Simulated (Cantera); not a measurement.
Charge: 1 mol PbO, 6.2 mol N₂, a varied amount of CO, held at 140 Pa.

These are equilibrium values from Cantera (NASA tables, ideal gas, pure condensed phases), not measurements of a reactor. Candidate condensed phases: C, Pb, PbO, PbO₂, Pb₃O₄; 27 gas species. Mutual solubility and eutectic melting of coexisting phases are not modelled. Equilibrium is a limit: real reactors are often held back by kinetics, nucleation or transport.

Stable condensed phases, one row left out:

```
T in K \ n(CO) in mol
         0.19 0.28 0.41 0.61 0.91  1.3    2    3  4.4
   1423     A    A    A    A    A    A    A    A    A
   1348     A    A    A    A    A    A    A    A    A
   1273     A    A    A    A    A    A    A    A    A
   1198     B    B    B    B    A    A    A    A    A
   1123     B    B    B    B    B    A    A    A    A
    973     C    C    C    C    C    D    D    D    D
    898     C    C    C    C    C    D    D    D    D
    823     C    C    C    C    C    D    D    D    D
```

A: gas only; B: PbO; C: Pb + PbO; D: Pb.

Q: Give the row for 1048 K.

A: 0.19: PbO; 0.28: Pb + PbO; 0.41: Pb + PbO; 0.61: Pb + PbO; 0.91: Pb + PbO; 1.3: Pb; 2: Pb; 3: Pb; 4.4: Pb.
